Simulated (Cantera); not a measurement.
An adiabatic, constant-pressure homogeneous reactor starts with 15.9 % CH4, 17.6 % O2, 66.5 % N2, equivalence ratio 1.8, at 1200 K and 4.93 atm.

Model: GRI-Mech 3.0 (53 species, 325 reactions), integrated in Cantera.

**Question.** Predict: time of steepest temperature rise; temperature at 7.00 s; equilibrium temperature; x(O2) at 7.00 s; x(CH2O) at 7.00 s.

**Answer.** 
```
Property                                                            Result
---------------------------------  ---------------------------------------
time of steepest temperature rise                                  13.8 ms
temperature at 7.00 s                                               2401 K
equilibrium temperature                                             2401 K
x(O2) at 7.00 s                    3.35e-6 (gas-phase equilibrium 3.35e-6)
x(CH2O) at 7.00 s                  3.04e-8 (gas-phase equilibrium 3.04e-8)
```
